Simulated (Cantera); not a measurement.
Cantera with NASA thermochemical tables; ideal gases at 1 bar, condensed phases pure. Values are per mole of reaction as written; species without (g) are pure solids or liquids, kept so even where they would boil at 1 bar. TaC: taken at fixed stoichiometry.

2 TaO2(g) + C2H5OH(g) = 2 TaC + O2(g) + 3 H2O(g), with ΔH° = -377.0 kJ and ΔS° = 15.6 J/K at 300 K.

Problem. How far is the shortcut ΔG° ≈ ΔH°(300 K) − T·ΔS°(300 K) from the full temperature-dependent value at 725, 800, 875, 950, 1025, 1100 K?

Solution. 
```
T (K)  shortcut (kJ)  full (kJ)  difference (kJ)  difference in log10 K
-----  -------------  ---------  ---------------  ---------------------
725           -388.2     -396.4              8.2                  -0.59
800           -389.4     -399.8             10.3                  -0.68
875           -390.6     -403.2             12.6                  -0.75
950           -391.7     -406.7             14.9                  -0.82
1025          -392.9     -410.2             17.3                  -0.88
1100          -394.1     -413.8             19.7                  -0.94
```
The shortcut ignores the heat-capacity change of the reaction.
